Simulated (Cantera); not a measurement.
A perfectly stirred reactor is fed with CH4 : H2 : H = 0.022 : 0.14 : 0.0036 (molar parts), at 19.5 Torr; it is held at 1823 K, and followed from long to short residence time.

Model: GRI-Mech 3.0 (53 species, 325 reactions), integrated in Cantera. GRI-Mech 3.0 stops at C3 and has no aromatics, soot or wall deposition, so with more carbon than oxygen in the feed, carbon stays in small species such as C2H2 where larger ones or solid carbon would form. Radical loss at walls, strong at low pressure, is not modelled.

x: mole fraction; the columns are a selection and need not sum to one.

| τ (s) | x CH4 | x H2 | x H | x C2H2 | x C2H6 | x CH2 |
|---|---|---|---|---|---|---|
| 2.5 | 0.00906 | 0.933 | 0.00240 | 0.0549 | 5.17e-7 | 1.24e-6 |
| 0.97 | 0.0148 | 0.930 | 0.00231 | 0.0522 | 1.32e-6 | 1.79e-6 |
| 0.37 | 0.0239 | 0.925 | 0.00222 | 0.0479 | 3.29e-6 | 2.51e-6 |
| 0.14 | 0.0372 | 0.917 | 0.00217 | 0.0417 | 7.78e-6 | 3.45e-6 |
| 0.056 | ___ | 0.908 | 0.00219 | ___ | ___ | ___ |
| 0.022 | ___ | 0.897 | 0.00233 | ___ | ___ | ___ |
| 0.0084 | 0.0857 | 0.888 | 0.00264 | 0.0177 | 5.32e-5 | 8.80e-6 |
| 0.0033 | 0.0974 | 0.880 | 0.00314 | 0.0112 | 8.31e-5 | 1.23e-5 |
| 0.0013 | 0.106 | 0.873 | 0.00383 | 0.00626 | 0.000117 | 1.70e-5 |
| 0.00049 | 0.111 | 0.868 | 0.00470 | 0.00272 | 0.000146 | 2.25e-5 |
| 0.00019 | 0.115 | 0.864 | 0.00560 | 0.000888 | 0.000148 | 2.70e-5 |

Question: Complete the blanks.

Answer: 
- 0.056, x CH4: 0.0529
- 0.056, x C2H2: 0.0341
- 0.056, x C2H6: 1.61e-5
- 0.056, x CH2: 4.62e-6
- 0.022, x CH4: 0.0700
- 0.022, x C2H2: 0.0258
- 0.022, x C2H6: 3.05e-5
- 0.022, x CH2: 6.28e-6
